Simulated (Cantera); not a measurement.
Input (Python, Cantera):

```python
import numpy as np
import cantera as ct

gas = ct.Solution("gri30.yaml")
gas.TPX = 300, 500000, {'CO': 0.75, 'H2': 0.66, 'O2': 0.954, 'N2': 3.59}
flame = ct.FreeFlame(gas, width=0.013)
flame.set_refine_criteria(ratio=3, slope=0.08, curve=0.16)
flame.transport_model = "mixture-averaged"
flame.solve(loglevel=0, auto=True)
z, T = flame.grid, flame.T
thick = (T[-1] - T[0]) / np.gradient(T, z).max()
show = ['CO', 'H2', 'O2', 'H', 'N2O', 'NO']
print(f"laminar burning velocity  {flame.velocity[0] * 100:.3f} cm/s")
print(f"burnt temperature         {T[-1]:.1f} K")
print(f"thermal thickness         {thick * 1e3:.4f} mm")
print(f"grid points               {len(z)}")
z0 = z[flame.heat_release_rate.argmax()]
print(f"{'z/mm':>9s}{'T/K':>9s}{'u/(m/s)':>9s}" + "".join(f"{s:>11s}" for s in show))
rows = []
for k in (-3, -2, -1.5, -1, -0.5, -0.25, 0, 0.25, 0.5, 1, 2, 4, 8):
    zz = z0 + k * thick
    rows.append([k * thick, np.interp(zz, z, T), np.interp(zz, z, flame.velocity),
                 *(np.interp(zz, z, flame.X[gas.species_index(s)]) for s in show)])
    print(f"{rows[-1][0] * 1e3:9.3f}{rows[-1][1]:9.1f}{rows[-1][2]:9.3f}" + "".join(f"{x:11.3e}" for x in rows[-1][3:]))
```

Result:

```
laminar burning velocity  39.903 cm/s
burnt temperature         2134.6 K
thermal thickness         0.1027 mm
grid points               122
     z/mm      T/K  u/(m/s)         CO         H2         O2          H        N2O         NO
   -0.308    300.0    0.399  1.261e-01  1.099e-01  1.604e-01  2.125e-18  1.764e-13  1.529e-12
   -0.205    300.6    0.398  1.265e-01  1.068e-01  1.609e-01  1.825e-16  5.712e-12  3.232e-11
   -0.154    303.3    0.400  1.272e-01  1.015e-01  1.618e-01  8.606e-15  5.503e-11  2.318e-10
   -0.103    326.8    0.424  1.286e-01  8.711e-02  1.636e-01  2.501e-12  1.329e-09  3.680e-09
   -0.051    579.8    0.733  1.227e-01  5.295e-02  1.565e-01  3.734e-07  4.642e-08  2.265e-07
   -0.026    975.7    1.214  1.051e-01  3.177e-02  1.348e-01  2.033e-04  1.835e-07  1.618e-06
    0.000   1390.1    1.705  7.797e-02  1.404e-02  1.031e-01  1.537e-03  4.861e-07  3.917e-06
    0.026   1648.8    1.996  5.273e-02  5.554e-03  7.964e-02  2.272e-03  8.423e-07  6.840e-06
    0.051   1795.5    2.153  3.571e-02  3.252e-03  6.812e-02  1.997e-03  1.082e-06  9.537e-06
    0.103   1941.0    2.304  1.931e-02  2.184e-03  5.919e-02  1.169e-03  1.310e-06  1.348e-05
    0.205   2047.5    2.413  9.081e-03  1.215e-03  5.403e-02  4.259e-04  1.450e-06  1.815e-05
    0.411   2105.2    2.472  3.852e-03  5.304e-04  5.164e-02  1.151e-04  1.227e-06  2.279e-05
    0.821   2128.6    2.495  1.665e-03  2.499e-04  5.077e-02  3.736e-05  7.558e-07  2.720e-05
```

Detailed kinetics in Cantera: GRI-Mech 3.0 (53 species, 325 reactions). The hydrogen kinetics of GRI-Mech 3.0 are dated; newer H2 mechanisms differ, most at raised pressure. Burning velocities carry a grid error of a few per cent, more on coarse grids.
